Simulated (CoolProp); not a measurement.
Vapour-liquid equilibrium of acetone (1) + dimethyl carbonate (2) at 8.12 bar; x and y are mole fractions of (1).

Model: multi-fluid Helmholtz-energy mixture model, Lemmon 2006 and Zhou 2011; pair parameters Bell 2016, in CoolProp.

```json
[
 {"x": "0.05", "bubble temperature (°C)": "170.0", "y at the bubble point": "0.097", "dew temperature at overall composition x (°C)": "171.4", "liquid density (mol/L)": "9.463"},
 {"x": "0.125", "bubble temperature (°C)": "165.9", "y at the bubble point": "0.223", "dew temperature at overall composition x (°C)": "169.1", "liquid density (mol/L)": "9.599"},
 {"x": "0.2", "bubble temperature (°C)": "162.2", "y at the bubble point": "0.331", "dew temperature at overall composition x (°C)": "166.6", "liquid density (mol/L)": "9.731"},
 {"x": "0.275", "bubble temperature (°C)": "158.8", "y at the bubble point": "0.426", "dew temperature at overall composition x (°C)": "164.1", "liquid density (mol/L)": "9.862"},
 {"x": "0.35", "bubble temperature (°C)": "155.6", "y at the bubble point": "0.511", "dew temperature at overall composition x (°C)": "161.5", "liquid density (mol/L)": "9.991"},
 {"x": "0.425", "bubble temperature (°C)": "152.6", "y at the bubble point": "0.588", "dew temperature at overall composition x (°C)": "158.8", "liquid density (mol/L)": "10.12"},
 {"x": "0.5", "bubble temperature (°C)": "149.8", "y at the bubble point": "0.658", "dew temperature at overall composition x (°C)": "156.1", "liquid density (mol/L)": "10.25"},
 {"x": "0.575", "bubble temperature (°C)": "147.1", "y at the bubble point": "0.723", "dew temperature at overall composition x (°C)": "153.2", "liquid density (mol/L)": "10.38"},
 {"x": "0.65", "bubble temperature (°C)": "144.5", "y at the bubble point": "0.782", "dew temperature at overall composition x (°C)": "150.2", "liquid density (mol/L)": "10.51"},
 {"x": "0.725", "bubble temperature (°C)": "142.0", "y at the bubble point": "0.836", "dew temperature at overall composition x (°C)": "147.0", "liquid density (mol/L)": "10.64"},
 {"x": "0.8", "bubble temperature (°C)": "139.5", "y at the bubble point": "0.886", "dew temperature at overall composition x (°C)": "143.7", "liquid density (mol/L)": "10.77"},
 {"x": "0.875", "bubble temperature (°C)": "137.1", "y at the bubble point": "0.932", "dew temperature at overall composition x (°C)": "140.1", "liquid density (mol/L)": "10.91"},
 {"x": "0.95", "bubble temperature (°C)": "134.8", "y at the bubble point": "0.974", "dew temperature at overall composition x (°C)": "136.2", "liquid density (mol/L)": "11.04"}
]
```

No azeotrope shows between x = 0.05 and 0.95.

Pair parameters are fitted to limited data, so mixtures are less certain than the pure fluids. The gap from Raoult's law changes sign with composition, which may be real or a fault of the pair parameters; it wasn't checked against measurements.
